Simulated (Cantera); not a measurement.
An isothermal, constant-pressure homogeneous reactor starts with 12.2 % H2, 71.9 % O2, 15.8 % N2, at 975 K and 4.05 Torr.

Model: the H2/O2 subset of GRI-Mech 3.0, which has no nitrogen chemistry, integrated in Cantera. Radical loss at walls, strong at low pressure, is not modelled. The temperature is held fixed by assumption; the heat of reaction is taken as removed at once.

x: mole fraction; the columns are a selection and need not sum to one.

| t (s) | x H2 | x O2 | x OH | x H2O | x O |
|---|---|---|---|---|---|
| 1.00e-5 | 0.122 | 0.719 | <1e-12 | <1e-12 | <1e-12 |
| 3.74e-5 | 0.122 | 0.719 | <1e-12 | <1e-12 | <1e-12 |
| 0.000140 | 0.122 | 0.719 | 2.14e-12 | 1.07e-12 | 2.81e-12 |
| 0.000523 | 0.122 | 0.719 | 1.72e-11 | 3.42e-11 | 3.35e-11 |
| 0.00196 | 0.122 | 0.719 | 2.79e-10 | 1.50e-9 | 6.96e-10 |
| 0.00731 | 0.122 | 0.719 | (withheld) | 5.77e-6 | 2.24e-6 |
| 0.0273 | 0.00425 | 0.665 | (withheld) | 0.100 | 0.0298 |
| 0.102 | 0.00115 | 0.693 | (withheld) | 0.125 | 0.00797 |
| 0.382 | 7.10e-5 | 0.701 | (withheld) | 0.130 | 0.000491 |
| 1.43 | 4.04e-6 | 0.701 | (withheld) | 0.130 | 3.01e-5 |
| 5.35 | 4.08e-7 | 0.701 | (withheld) | 0.130 | 3.40e-6 |
| 20.0 | 6.50e-8 | 0.701 | (withheld) | 0.130 | 5.84e-7 |

### Question
Complete the blanks.

### Answer

- 0.00731, x OH: 8.81e-7
- 0.0273, x OH: 0.00268
- 0.102, x OH: 0.00134
- 0.382, x OH: 0.000306
- 1.43, x OH: 7.59e-5
- 5.35, x OH: 2.56e-5
- 20.0, x OH: 1.06e-5
